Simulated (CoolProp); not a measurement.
100 sccm (0 °C, 1 atm) of nitrogen bubbles through liquid ethanol at 322.4 K and leaves saturated at a total pressure of 0.15 MPa (ideal gas phase). Each further row changes one setting.

Values from CoolProp's reference Helmholtz-energy equation of state, Schroeder 2014.

```
case                      vapour pressure (kPa)  mole fraction of vapour  delivery (mg/min)  delivery (sccm)  change of delivery for a bath 1 K warmer (%)
------------------------  ---------------------  -----------------------  -----------------  ---------------  --------------------------------------------
as stated                                  28.4                    0.189               47.9             23.3                                           6.1
bath temperature 327.4 K                   35.9                    0.240               64.8             31.5                                           6.3
total pressure 0.3 MPa                     28.4                   0.0945               21.5             10.4                                           5.5
```
